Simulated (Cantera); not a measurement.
Charge: 1 mol SiHCl3, 0.062 mol HCl, 610 mol H2, at 2325 °C and 1.00 bar.

These are equilibrium values from Cantera (NASA tables, ideal gas, pure condensed phases), not measurements of a reactor. Candidate condensed phases: Si; 19 gas species. The tables' values for SiCl are old estimates; treat these amounts as uncertain. Gases not in the tables: Si2H6 and higher silanes. Kinetics and transport are ignored.

What is the equilibrium state?


```json
{
  "x(H2)": "0.956",
  "x(H)": "0.0373",
  "x(HCl)": "0.00475",
  "x(Si)": "0.00115",
  "x(SiH)": "0.000257",
  "x(SiH2)": "0.000164",
  "x(Cl)": "0.000130",
  "x(SiCl)": "1.79e-5",
  "x(Si2)": "4.21e-6",
  "gas_amount": "624.5 mol",
  "log10 activity of Si(l) (absent)": "-0.92"
}
```
